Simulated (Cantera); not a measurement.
A perfectly stirred reactor is fed with 7.64 % H2, 1.58 % O2, 90.8 % N2, at 11000 Pa; it is held at 925 K, and followed from long to short residence time.

Model: GRI-Mech 3.0 (53 species, 325 reactions), integrated in Cantera. Radical loss at walls, strong at low pressure, is not modelled. Below about 950 K walls govern HO2 and H2O2 in real vessels.

x: mole fraction; the columns are a selection and need not sum to one.

```json
[
 {"τ (s)": "6.6", "x H2": "0.0454", "x O2": "(withheld)", "x H": "0.000727", "x OH": "6.77e-7", "x H2O2": "1.11e-11"},
 {"τ (s)": "2.5", "x H2": "0.0452", "x O2": "(withheld)", "x H": "0.00117", "x OH": "1.16e-6", "x H2O2": "1.57e-11"},
 {"τ (s)": "0.97", "x H2": "0.0450", "x O2": "(withheld)", "x H": "0.00184", "x OH": "2.02e-6", "x H2O2": "2.50e-11"},
 {"τ (s)": "0.37", "x H2": "0.0447", "x O2": "(withheld)", "x H": "0.00287", "x OH": "3.68e-6", "x H2O2": "4.63e-11"},
 {"τ (s)": "0.14", "x H2": "0.0444", "x O2": "(withheld)", "x H": "0.00442", "x OH": "7.04e-6", "x H2O2": "1.02e-10"},
 {"τ (s)": "0.055", "x H2": "0.0441", "x O2": "(withheld)", "x H": "0.00643", "x OH": "1.37e-5", "x H2O2": "2.51e-10"},
 {"τ (s)": "0.021", "x H2": "0.0444", "x O2": "(withheld)", "x H": "0.00885", "x OH": "2.75e-5", "x H2O2": "7.17e-10"},
 {"τ (s)": "0.0082", "x H2": "0.0468", "x O2": "(withheld)", "x H": "0.0106", "x OH": "5.10e-5", "x H2O2": "2.01e-9"}
]
```

### Question
Some entries are withheld; supply them.

### Answer

- 6.6, x O2: 7.02e-5
- 2.5, x O2: 0.000115
- 0.97, x O2: 0.000188
- 0.37, x O2: 0.000314
- 0.14, x O2: 0.000535
- 0.055, x O2: 0.000923
- 0.021, x O2: 0.00171
- 0.0082, x O2: 0.00335
